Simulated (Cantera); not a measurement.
A perfectly stirred reactor is fed with H2 : O2 : N2 = 1 : 0.877 : 5.26 (molar parts), at 3.30 bar; it is adiabatic with a 700 K inlet, and is followed from long to short residence time, starting on the burning branch (τ in s: 0.046, 0.023, 0.012, 0.0058, 0.0029, 0.0015, 0.00074, 0.00037, 0.00019, 9.3e-05, 4.7e-05, 2.3e-05, 1.2e-05).

Model: the H2/O2 subset of GRI-Mech 3.0, which has no nitrogen chemistry, integrated in Cantera. The hydrogen kinetics of GRI-Mech 3.0 are dated; newer H2 mechanisms differ, most at raised pressure.

### Question
What does this change do: 0.38 parts H2O added?

### Answer
```
quantity                                                                          before                                   after
------------------------------------------------  --------------------------------------  --------------------------------------
blow-out, bracketed by the residence times tried  burning at 12.0 µs, the shortest tried  burning at 12.0 µs, the shortest tried
x(H2) at τ = 46.0 ms                                                            0.000106                                0.000113
x(O2) at τ = 46.0 ms                                                              0.0566                                  0.0536
x(O) at τ = 46.0 ms                                                              5.21e-5                                 3.40e-5
x(H2O2) at τ = 46.0 ms                                                           1.51e-7                                 1.95e-7
x(HO2) at τ = 46.0 ms                                                            2.03e-6                                 2.38e-6
x(H2) at τ = 0.740 ms                                                            0.00155                                 0.00169
x(O2) at τ = 0.740 ms                                                             0.0565                                  0.0537
x(O) at τ = 0.740 ms                                                            0.000757                                0.000501
x(H2O2) at τ = 0.740 ms                                                          8.45e-7                                 1.14e-6
x(HO2) at τ = 0.740 ms                                                           2.25e-5                                 2.82e-5
```
